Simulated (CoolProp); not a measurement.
20 sccm (0 °C, 1 atm) of nitrogen bubbles through liquid n-octane at 358 K and leaves saturated at a total pressure of 0.15 MPa (ideal gas phase). Each further row changes one setting.

The numbers come from the reference Helmholtz-energy equation of state, Beckmüller 2019 in CoolProp.

```csv
case,vapour pressure (kPa),mole fraction of vapour,delivery (mg/min),delivery (sccm),change of delivery for a bath 1 K warmer (%)
as stated,27.9,0.186,___,4.57,4.5
bath temperature 363 K,___,___,29.1,5.71,4.6
total pressure 0.3 MPa,27.9,___,10.4,2.05,4.0
```

**Question.** Fill in the missing entries.

**Answer.** 
- as stated, delivery (mg/min): 23.3
- bath temperature 363 K, vapour pressure (kPa): 33.3
- bath temperature 363 K, mole fraction of vapour: 0.222
- total pressure 0.3 MPa, mole fraction of vapour: 0.0930
